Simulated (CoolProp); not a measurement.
The numbers come from the reference Helmholtz-energy equation of state, Bücker 2006 in CoolProp.

Task: For n-butane, give the phase and the viscosity (µPa s), Prandtl number at 384.4 K and 101 kPa; 457.6 K and 101 kPa.

Result: 
- 384.4 K and 101 kPa: gas; viscosity 9.52, Prandtl number 0.758
- 457.6 K and 101 kPa: gas; viscosity 11.3, Prandtl number 0.743

Viscosity comes from a separate model (Vogel 1999). Thermal conductivity comes from a separate model (Perkins 2002).
